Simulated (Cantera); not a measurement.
Abatement and gas-phase synthesis: CS2 + H2O

Input: 1 mol CS2, a varied amount of H2O, equilibrated at 2425 K and 24800 Torr.

Cantera equilibrium calculation (NASA polynomials, part measured and part estimated; ideal gas, pure solids and liquids). Candidate condensed phases: C, C6H6, C7H8, C8H18, H2O, H2SO4, S; 123 gas species. The ideal-gas law is rough above about 30 bar. Rates play no part.

| n(H2O) (mol) | log p CS2 | log p CO | log p S2 | log p H2 | log p H2O | log p H2S | log p CS | log p SH | log p CO2 | n C(graphite) |
|---|---|---|---|---|---|---|---|---|---|---|
| 0.069 | 1.32 | 0.28 | 0.75 | 0.05 | -4.20 | -0.22 | 0.36 | -0.41 | -4.75 | 0.109 |
| 0.093 | 1.30 | 0.39 | 0.73 | 0.17 | -3.96 | -0.10 | 0.35 | -0.36 | -4.52 | 0.0878 |
| 0.13 | 1.27 | 0.52 | 0.70 | 0.31 | -3.71 | 0.02 | 0.33 | -0.30 | -4.28 | 0.0552 |
| 0.17 | 1.24 | 0.61 | 0.67 | 0.41 | -3.51 | 0.10 | 0.32 | -0.27 | -4.09 | 0.0196 |
| 0.23 | 1.19 | 0.71 | 0.69 | 0.51 | -3.25 | 0.21 | 0.26 | -0.21 | -3.82 | 0 |
| 0.31 | 1.11 | 0.80 | 0.75 | 0.59 | -2.93 | 0.32 | 0.14 | -0.14 | -3.50 | 0 |
| 0.42 | 0.99 | 0.88 | 0.80 | 0.66 | -2.60 | 0.42 | -0.01 | -0.07 | -3.16 | 0 |
| 0.56 | 0.81 | 0.95 | 0.85 | 0.73 | -2.25 | 0.51 | -0.20 | -0.02 | -2.80 | 0 |
| 0.76 | 0.49 | 1.01 | 0.90 | 0.78 | -1.75 | 0.59 | -0.55 | 0.03 | -2.30 | 0 |
| 1 | -0.53 | 1.05 | 0.93 | 0.82 | -0.63 | 0.64 | -1.58 | 0.07 | -1.18 | 0 |
| 1.4 | -1.78 | 0.97 | 0.86 | 0.83 | 0.48 | 0.62 | -2.80 | 0.04 | -0.15 | 0 |
| 1.9 | -2.24 | 0.88 | 0.78 | 0.83 | 0.77 | 0.57 | -3.22 | -0.01 | 0.05 | 0 |
log p: log10 of the partial pressure in bar; n: condensed amount in mol.

From 0.069 mol H2O to 0.17 mol H2O the condensed part is C(graphite). From 0.23 mol H2O to 1.9 mol H2O nothing is condensed. The main C-bearing gas is CS2 at 0.069 mol H2O and CO at 1.9 mol H2O.
